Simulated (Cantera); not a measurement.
Input: 1 mol TEOS, 0.16 mol NO, 0.39 mol H₂, equilibrated at 1702 °C.

Cantera equilibrium calculation (NASA polynomials, part measured and part estimated; ideal gas, pure solids and liquids). Candidate condensed phases: C, C₆H₆, C₇H₈, C₈H₁₈, H₂O, Si, SiC, SiO₂, Si₂N₂O, Si₃N₄; 151 gas species. The feed counts by its element totals alone. Equilibrium is a limit: real reactors are often held back by kinetics, nucleation or transport.

Task: At 5.00 Pa, list the 4 most abundant gas species with their mole fractions, and the condensed phases.

Result: H₂ 0.561, CO 0.252, H 0.145, Si 0.0323. Condensed: C(graphite) + SiC(s).
